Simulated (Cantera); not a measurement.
Feed: 1 mol MgO, 3 mol SO3, 4.2 mol H2O, 0.33 mol SO2, held at 1173 K and 7.50 Torr.

Method: chemical equilibrium by Gibbs-energy minimisation in Cantera with the NASA 1993 tables (ideal gas, pure condensed phases). Candidate condensed phases: H2O, H2SO4, Mg, MgO, Mg(OH)2, MgS, MgSO4, S; 26 gas species. The numbers say what is thermodynamically allowed, not how fast it happens.

Base state: H2O 0.466, SO2 0.365, O2 0.164, SO3 0.00475, OH 1.32e-5 (mole fractions); condensed: MgO(s).

Q: What changes in the equilibrium state with this change: pressure from 7.50 Torr to 75.0 Torr?

A: 
```csv
species,before,after
H2O,0.466,0.561
SO2,0.365,0.300
O2,0.164,0.128
SO3,0.00475,0.0109
OH,1.32e-5,7.65e-6
"MgO(s), mol",1.00,0
"MgSO4(s), mol",0,1.00
```
